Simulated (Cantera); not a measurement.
**Adiabatic ignition**

An adiabatic, constant-volume homogeneous reactor starts with CH3OH : O2 : N2 = 1 : 1.6 : 6 (molar parts), equivalence ratio 0.94, at 950 K and 750 Torr.

Detailed kinetics in Cantera: GRI-Mech 3.0 (53 species, 325 reactions). GRI-Mech 3.0 was tuned for natural gas; its chemistry of methanol as a main component is partial and can be far from experiment. Below about 1000 K GRI-Mech 3.0 lacks low-temperature oxidation paths.

| t (s) | T (K) | P (bar) | x CH3OH | x O2 | x OH | x C2H2 | x CO | x N2O | x HCN |
|---|---|---|---|---|---|---|---|---|---|
| 5.00e-6 | 950 | 1.00 | 0.116 | 0.186 | <1e-12 | <1e-12 | <1e-12 | <1e-12 | <1e-12 |
| 1.18e-5 | 950 | 1.00 | 0.116 | 0.186 | <1e-12 | <1e-12 | 1.75e-12 | <1e-12 | <1e-12 |
| 2.79e-5 | 950 | 1.00 | 0.116 | 0.186 | <1e-12 | <1e-12 | 4.13e-12 | <1e-12 | <1e-12 |
| 6.60e-5 | 950 | 1.00 | 0.116 | 0.186 | <1e-12 | <1e-12 | 9.76e-12 | <1e-12 | <1e-12 |
| 0.000156 | 950 | 1.00 | 0.116 | 0.186 | <1e-12 | <1e-12 | 2.31e-11 | <1e-12 | <1e-12 |
| 0.000368 | 950 | 1.00 | 0.116 | 0.186 | <1e-12 | <1e-12 | 5.45e-11 | <1e-12 | <1e-12 |
| 0.000871 | 950 | 1.00 | 0.116 | 0.186 | <1e-12 | <1e-12 | 1.29e-10 | <1e-12 | <1e-12 |
| 0.00206 | 950 | 1.00 | 0.116 | 0.186 | <1e-12 | <1e-12 | 3.05e-10 | <1e-12 | <1e-12 |
| 0.00486 | 950 | 1.00 | 0.116 | 0.186 | <1e-12 | <1e-12 | 7.21e-10 | <1e-12 | <1e-12 |
| 0.0115 | 950 | 1.00 | 0.116 | 0.186 | <1e-12 | <1e-12 | 1.71e-9 | <1e-12 | <1e-12 |
| 0.0271 | 950 | 1.00 | 0.116 | 0.186 | <1e-12 | <1e-12 | 4.08e-9 | <1e-12 | <1e-12 |
| 0.0641 | 950 | 1.00 | 0.116 | 0.186 | <1e-12 | <1e-12 | 9.83e-9 | <1e-12 | <1e-12 |
| 0.152 | 950 | 1.00 | 0.116 | 0.186 | <1e-12 | <1e-12 | 2.45e-8 | <1e-12 | <1e-12 |
| 0.358 | 950 | 1.00 | 0.116 | 0.186 | <1e-12 | <1e-12 | 6.91e-8 | 2.61e-12 | <1e-12 |
| 0.846 | 950 | 1.00 | 0.116 | 0.186 | 2.59e-12 | <1e-12 | 4.05e-7 | 1.54e-11 | <1e-12 |
| 2.00 | 2713 | 3.11 | <1e-12 | 0.0221 | 0.0159 | <1e-12 | 0.0304 | 8.39e-7 | 9.80e-10 |
x: mole fraction; the columns are a selection and need not sum to one.

```json
{
 "time_of_steepest_temperature_rise": "1.84 s",
 "temperature at 2.00 s": "2713 K",
 "equilibrium_temperature": "2713 K",
 "x(CH3OH) at 2.00 s": "<1e-12 (gas-phase equilibrium <1e-12)",
 "x(O2) at 2.00 s": "0.0221 (gas-phase equilibrium 0.0221)",
 "x(OH) at 2.00 s": "0.0159 (gas-phase equilibrium 0.0159)"
}
```
